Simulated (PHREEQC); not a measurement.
Consider water at 25 °C with 0.3 mol Na2CO3 and 0.044 mol K2SO4 per kg of water. Closed to the air; pH follows from the charge balance.

Equilibrium calculation in PHREEQC: Pitzer model, pitzer.dat.

Precipitation was switched off in this run.

Problem. Predict the pH, osmotic coefficient.

Solution. pH 11.49; osmotic coefficient 0.748.

Problem. In which forms is C present?

Solution. CO3-2 98 %, HCO3- 1.6 % of the C.

In brines, pH and single-ion activities rest on the MacInnes convention.
